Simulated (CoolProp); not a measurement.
Saturated liquid density (kg/m³) of oxygen: the reference equation beside estimates from Tc = 154.6 K, pc = 5046 kPa, ω = 0.022.

Values from CoolProp's reference Helmholtz-energy equation of state, Schmidt 1985.

| T (K) | reference | van der Waals | Soave-Redlich-Kwong |
|---|---|---|---|
| 105.4 | 1062 | 728.3 | 1050 |
| 110.2 | 1034 | 708.9 | 1017 |
| 115.1 | 1005 | 688.0 | 980.9 |
| 119.9 | 974.5 | 666.0 | 942.8 |
| 124.8 | 941.1 | 641.7 | 900.6 |
| 129.6 | 905.6 | 615.8 | 855.1 |
| 134.5 | 865.4 | 586.5 | 803.6 |
| 139.4 | 819.4 | 553.3 | 745.1 |
| 144.2 | 765.4 | 514.9 | 677.8 |
| 149.1 | 692.6 | 465.0 | 591.3 |

Absolute difference from the reference over all 10 rows, mean and median: van der Waals 32.0 and 31.9 %, Soave-Redlich-Kwong 6.1 and 4.9 %.
